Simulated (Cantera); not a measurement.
A perfectly stirred reactor is fed with CH3OH : O2 : N2 = 0.002 : 0.0076 : 1 (molar parts), equivalence ratio 0.39, at 0.810 bar; it is held at 1023 K, and followed from long to short residence time.

Cantera simulation using GRI-Mech 3.0 (53 species, 325 reactions); the numbers are that mechanism's predictions, not measurements. GRI-Mech 3.0 was tuned for natural gas; its chemistry of methanol as a main component is partial and can be far from experiment.

**Question.** Predict: x(CH3OH) at τ = 26.0 s; x(O2) at τ = 26.0 s; x(HO2) at τ = 26.0 s; x(CH3OH) at τ = 0.490 s; x(O2) at τ = 0.490 s; x(HO2) at τ = 0.490 s.

**Answer.** 
```json
{
  "x(CH3OH) at τ = 26.0 s": "6.93e-6",
  "x(O2) at τ = 26.0 s": "0.00467",
  "x(HO2) at τ = 26.0 s": "1.29e-6",
  "x(CH3OH) at τ = 0.490 s": "0.000347",
  "x(O2) at τ = 0.490 s": "0.00621",
  "x(HO2) at τ = 0.490 s": "9.87e-6"
}
```
